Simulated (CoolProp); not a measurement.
Computed with CoolProp (reference Helmholtz-energy equation of state, Lemmon 2005). It is a short technical equation, of lower accuracy than the large ones.

Task: For 1-butene, give the phase and the cp (kJ/(kg K)), expansivity (1/kK), fugacity coefficient at 251.85 °C and 8670 kPa.

Result: 
- 251.85 °C and 8670 kPa: supercritical; cp 3.22, expansivity 6.65, fugacity coefficient 0.693
